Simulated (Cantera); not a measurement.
**Aluminium and copper etching: Cu + HF + N₂**

A closed system holds: 1 mol Cu, 7.6 mol HF, 18 mol N₂, at 0.0195 Torr.

These are equilibrium values from Cantera (NASA tables, ideal gas, pure condensed phases), not measurements of a reactor. Candidate condensed phases: Cu, CuF₂; 25 gas species. Rates play no part.

```
T (K)   x N₂   x HF      x Cu     x CuF      x H₂       x H  n Cu(s)  n Cu(l)
-----  -----  -----  --------  --------  --------  --------  -------  -------
773    0.703  0.297  4.46e-12   2.89e-8   1.45e-8    <1e-12    1.000        0
873    0.703  0.297   1.74e-9   6.15e-7   3.08e-7  5.09e-12    1.000        0
973    0.703  0.297   1.97e-7   6.95e-6   3.48e-6  3.95e-10    1.000        0
1073   0.703  0.297   9.17e-6   4.97e-5   2.49e-5   1.37e-8    0.998        0
1173   0.703  0.297  0.000220  0.000253  0.000126   2.60e-7    0.988        0
1273   0.701  0.295   0.00317  0.000991  0.000494   3.11e-6    0.893        0
1373   0.681  0.284    0.0304   0.00308   0.00153   2.55e-5        0    0.115
1473   0.678  0.284    0.0351   0.00252   0.00122   8.66e-5        0        0
```
x: gas mole fraction; n: condensed amount in mol.

From 773 K to 1273 K the condensed part is Cu(s). At 1373 K the condensed part is Cu(l). At 1473 K nothing is condensed. The main Cu-bearing gas is CuF at 773 K and Cu at 1473 K.
